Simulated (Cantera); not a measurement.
Source: NASA polynomial tables (part measured, part estimated), evaluated in Cantera. Values are per mole of reaction as written; species without (g) are pure solids or liquids, kept so even where they would boil at 1 bar. FeO: taken at fixed stoichiometry.

### Question
Between 2323 and 2448 K, where is each reaction favourable under standard conditions?
- 4 FeCl3(g) + 2 FeO → O2(g) + 6 FeCl2(g)

### Answer
- 4 FeCl3(g) + 2 FeO → O2(g) + 6 FeCl2(g): ΔG° is -333 kJ at 2323 K and -382 kJ at 2448 K; it stays negative (K > 1). ΔH° is 583 kJ and ΔS° 394 J/K at 2448 K.
